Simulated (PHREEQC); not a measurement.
Consider water at 20 °C with 0.035 mol KI per kg of water. Closed to the air; pH follows from the charge balance.

All values are PHREEQC results (ion-association model, wateq4f.dat), not measurements.

```json
{
 "ionic_strength": "0.0350 mol/kgw"
}
```

```
species  molality  activity   log γ
-------  --------  --------  ------
I-         0.0350    0.0295  -0.074
K+         0.0350    0.0293  -0.077
OH-       9.66e-8   8.08e-8  -0.078
H+        9.66e-8   8.40e-8  -0.061
```

This is a speciation only: nothing precipitates in the calculation.
